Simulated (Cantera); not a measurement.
Input: 1 mol SiCl₄, 0.023 mol CH₄, 140 mol H₂, held at 1402 °C and 270 Pa.

These are equilibrium values from Cantera (NASA tables, ideal gas, pure condensed phases), not measurements of a reactor. Candidate condensed phases: C, C₆H₆, C₇H₈, C₈H₁₈, Si, SiC; 109 gas species. Mutual solubility and eutectic melting of coexisting phases are not modelled. The tables' values for SiCl are old estimates; treat these amounts as uncertain. Gases not in the tables: Si₂H₆ and higher silanes. The numbers say what is thermodynamically allowed, not how fast it happens.

Base state: H₂ 0.972, HCl 0.0238, H 0.00220, SiCl₂ 0.00211, Si 0.000161, Cl 4.22e-5, SiCl 3.87e-5, SiH 1.38e-5 (mole fractions); condensed: Si(s) + SiC(s).

### Question
What changes in the equilibrium state with this change: SiCl₄ replaced by CH₃SiH₃?

### Answer
| species | before | after |
|---|---|---|
| H₂ | 0.972 | 0.998 |
| H | 0.00220 | 0.00223 |
| C₂H₂ (acetylene) | 1.02e-8 | 5.79e-5 |
| HCl | 0.0238 | 0 |
| SiCl₂ | 0.00211 | 0 |
| Si | 0.000161 | 2.16e-6 |
| Cl | 4.22e-5 | 0 |
| SiCl | 3.87e-5 | 0 |
| Si(s), mol | 0.645 | 0 |
| SiC(s), mol | 0.0229 | 1.000 |
| C(graphite), mol | 0 | 0.00627 |
The feed counts by its element totals alone.

### Question
What changes in the equilibrium state with this change: temperature from 1402 °C to 1850 °C?

### Answer
```csv
species,before,after
H₂,0.972,0.901
H,0.00220,0.0655
HCl,0.0238,0.0253
Si,0.000161,0.00616
SiC₂,<1e-9,1.16e-5
C₂H₂ (acetylene),1.02e-8,3.97e-5
Si₂C,8.32e-7,5.22e-5
"Si(s), mol",0.645,0
"SiC(s), mol",0.0229,0
```

### Question
What changes in the equilibrium state with this change: SiCl₄ replaced by CH₃SiCl₃?

### Answer
```tsv
species	before	after
H₂	0.972	0.977
HCl	0.0238	0.0209
H	0.00220	0.00221
SiCl₂	0.00211	2.16e-5
C₂H₂ (acetylene)	1.02e-8	5.67e-5
SiCl	3.87e-5	4.55e-7
Si	0.000161	2.16e-6
SiH	1.38e-5	1.86e-7
Si(s), mol	0.645	0
SiC(s), mol	0.0229	0.996
C(graphite), mol	0	0.00981
```
The feed counts by its element totals alone.
